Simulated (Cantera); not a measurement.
Feed: 1 mol CaCO3, 2 mol H2, at 1.58 Torr.

Method: chemical equilibrium by Gibbs-energy minimisation in Cantera with the NASA 1993 tables (ideal gas, pure condensed phases). Candidate condensed phases: C, C6H6, C7H8, C8H18, Ca, CaCO3, CaO, Ca(OH)2, H2O; 115 gas species. Rates play no part. All values below are at 1127 °C.

Base state: H2 0.408, CO 0.258, H2O 0.258, CO2 0.0752, H 6.78e-5 (mole fractions); condensed: CaO(s).

Q: What changes in the equilibrium state with this change: H2 from 2 to 0.16 mol?

A: 
```json
[
 {"species": "CO2", "before": "0.0752", "after": "0.734"},
 {"species": "CO", "before": "0.258", "after": "0.128"},
 {"species": "H2O", "before": "0.258", "after": "0.128"},
 {"species": "H2", "before": "0.408", "after": "0.0102"},
 {"species": "H", "before": "6.78e-5", "after": "1.07e-5"},
 {"species": "CaO(s), mol", "before": "1.00", "after": "1.00"}
]
```

Q: What changes in the equilibrium state with this change: H2 from 2 to 9.7 mol?

A: 
```tsv
species	before	after
H2	0.408	0.817
CO	0.258	0.0890
H2O	0.258	0.0890
CO2	0.0752	0.00446
H	6.78e-5	9.60e-5
CaO(s), mol	1.00	1.00
```
